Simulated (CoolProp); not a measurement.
Vapour-liquid equilibrium of carbon dioxide (1) + propane (2) at 222.1 K; x and y are mole fractions of (1).

Model: multi-fluid Helmholtz-energy mixture model, Span 1996 and Lemmon 2009; pair parameters Kunz 2012, in CoolProp.

```json
[
 {"x": "0.05", "bubble pressure (kPa)": "135.0", "y at the bubble point": "0.516", "dew pressure at overall composition x (kPa)": "70.56", "liquid density (mol/L)": "13.70"},
 {"x": "0.2", "bubble pressure (kPa)": "329.4", "y at the bubble point": "0.821", "dew pressure at overall composition x (kPa)": "83.43", "liquid density (mol/L)": "14.68"},
 {"x": "0.35", "bubble pressure (kPa)": "466.0", "y at the bubble point": "0.886", "dew pressure at overall composition x (kPa)": "101.9", "liquid density (mol/L)": "15.82"},
 {"x": "0.5", "bubble pressure (kPa)": "537.9", "y at the bubble point": "0.910", "dew pressure at overall composition x (kPa)": "130.8", "liquid density (mol/L)": "17.21"},
 {"x": "0.65", "bubble pressure (kPa)": "573.1", "y at the bubble point": "0.922", "dew pressure at overall composition x (kPa)": "182.4", "liquid density (mol/L)": "18.99"},
 {"x": "0.8", "bubble pressure (kPa)": "601.7", "y at the bubble point": "0.937", "dew pressure at overall composition x (kPa)": "300.0", "liquid density (mol/L)": "21.40"},
 {"x": "0.95", "bubble pressure (kPa)": "639.9", "y at the bubble point": "0.974", "dew pressure at overall composition x (kPa)": "619.3", "liquid density (mol/L)": "24.84"}
]
```

No azeotrope shows between x = 0.05 and 0.95.

Pair parameters are fitted to limited data, so mixtures are less certain than the pure fluids. With so large a gap from Raoult's law the liquid may split in two, which this calculation doesn't test in full.
